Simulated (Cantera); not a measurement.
An adiabatic, constant-pressure homogeneous reactor starts with CO : H₂ : CH₄ : O₂ : N₂ : H₂O = 1 : 1.3 : 0.038 : 1.51 : 6.96 : 0.57 (molar parts), at 1200 K and 10.9 atm.

Cantera simulation using GRI-Mech 3.0 (53 species, 325 reactions); the numbers are that mechanism's predictions, not measurements.

### Question
Predict: time of steepest temperature rise; temperature at 7.00 s; equilibrium temperature; x(CO) at 7.00 s; x(H₂) at 7.00 s; x(OH) at 7.00 s.

### Answer
- time of steepest temperature rise = 0.119 ms
- temperature at 7.00 s = 2576 K
- equilibrium temperature = 2576 K
- x(CO) at 7.00 s = 0.00922 (gas-phase equilibrium 0.00922)
- x(H₂) at 7.00 s = 0.00286 (gas-phase equilibrium 0.00286)
- x(OH) at 7.00 s = 0.00808 (gas-phase equilibrium 0.00808)
